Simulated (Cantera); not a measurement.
A perfectly stirred reactor is fed with CH4 : H2 : CO2 = 0.0071 : 1 : 0.012 (molar parts), at 0.0133 bar; it is held at 1848 K, and followed from long to short residence time.

Model: GRI-Mech 3.0 (53 species, 325 reactions), integrated in Cantera. Radical loss at walls, strong at low pressure, is not modelled.

What does this change do: temperature 1848 to 2800 K?


| quantity | before | after |
|---|---|---|
| x(CH4) at τ = 0.380 s | 0.00415 | 1.27e-7 |
| x(H2) at τ = 0.380 s | 0.969 | 0.650 |
| x(CO2) at τ = 0.380 s | 0.000841 | 1.22e-5 |
| x(CO) at τ = 0.380 s | 0.0110 | 0.0154 |
| x(CH2O) at τ = 0.380 s | 2.51e-8 | 9.75e-10 |
| x(CH4) at τ = 3.70 ms | 0.00695 | 0.00158 |
| x(H2) at τ = 3.70 ms | 0.981 | 0.932 |
| x(CO2) at τ = 3.70 ms | 0.0117 | 0.000794 |
| x(CO) at τ = 3.70 ms | 5.13e-5 | 0.0113 |
| x(CH2O) at τ = 3.70 ms | 1.54e-9 | 4.05e-7 |
